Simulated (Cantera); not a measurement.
Input (Python, Cantera):

```python
import numpy as np
import cantera as ct

gas = ct.Solution("gri30.yaml")
gas.TPX = 1375, 3400, {'N2O': 1}
reactor = ct.IdealGasConstPressureReactor(gas, energy="off", clone=False)
net = ct.ReactorNet([reactor])
net.rtol, net.atol = 1e-08, 1e-18
show = ['N2O', 'O', 'NO2', 'NO', 'O2', 'N2']
times = np.geomspace(2e-05, 30, 9)

steps = ct.SolutionArray(gas, extra=["t"])
rows = []
print(f"{'t/s':>10s}{'T/K':>9s}{'P/Pa':>11s}" + "".join(f"{s:>11s}" for s in show))
for t in times:
    while net.time < t:
        t_next = net.step()
        steps.append(gas.state, t=t_next)
    rows.append([np.interp(t, steps.t, y) for y in (steps.T, steps.P, *steps(*show).X.T)])
    print(f"{t:10.3e}{rows[-1][0]:9.1f}{rows[-1][1]:11.4g}" + "".join(f"{x:11.3e}" for x in rows[-1][2:]))
rate = np.gradient(steps.T, steps.t)
print("integrator steps:", len(steps.t))
if steps.T.max() > steps.T[0] + 200:
    print(f"time of steepest temperature rise: {steps.t[rate.argmax()]:.4e} s")
gas.TPX = 1375, 3400, {'N2O': 1}
gas.equilibrate("TP")
print(f"equilibrium (TP): T = {gas.T:.1f} K  " + "  ".join(f"{s} {gas[s].X[0]:.3e}" for s in show))
```

Result:

```
       t/s      T/K       P/Pa        N2O          O        NO2         NO         O2         N2
 2.000e-05   1375.0       3400  1.000e+00  3.415e-06  7.999e-16  1.275e-07  2.816e-07  4.042e-06
 1.183e-04   1375.0       3400  9.999e-01  1.319e-05  5.461e-13  3.345e-06  7.386e-06  2.963e-05
 6.999e-04   1375.0       3400  9.996e-01  1.922e-05  8.364e-11  4.148e-05  9.160e-05  2.232e-04
 4.141e-03   1375.0       3400  9.977e-01  1.924e-05  3.712e-09  2.799e-04  6.181e-04  1.395e-03
 2.449e-02   1375.0       3400  9.863e-01  1.924e-05  1.153e-07  1.678e-03  3.705e-03  8.268e-03
 1.449e-01   1375.0       3400  9.225e-01  1.923e-05  1.981e-06  9.526e-03  2.104e-02  4.687e-02
 8.572e-01   1375.0       3400  6.371e-01  1.915e-05  1.410e-05  4.461e-02  9.865e-02  2.196e-01
 5.071e+00   1375.0       3400  1.068e-01  1.796e-05  4.610e-05  1.090e-01  2.432e-01  5.409e-01
 3.000e+01   1375.0       3400  1.636e-04  2.036e-06  1.867e-04  1.197e-01  2.733e-01  6.067e-01
integrator steps: 1129
equilibrium (TP): T = 1375.0 K  N2O 7.947e-09  O 2.005e-06  NO2 1.374e-06  NO 7.310e-04  O2 3.330e-01  N2 6.663e-01
```

Model: GRI-Mech 3.0 (53 species, 325 reactions), integrated in Cantera. GRI-Mech 3.0 was tuned for natural gas; its chemistry of N2O as a main component is partial and can be far from experiment. Radical loss at walls, strong at low pressure, is not modelled. The mechanism lacks the step 2 NO + O2 → 2 NO2, which can matter for NO2 below about 1400 K. The temperature is held fixed by assumption; the heat of reaction is taken as removed at once.
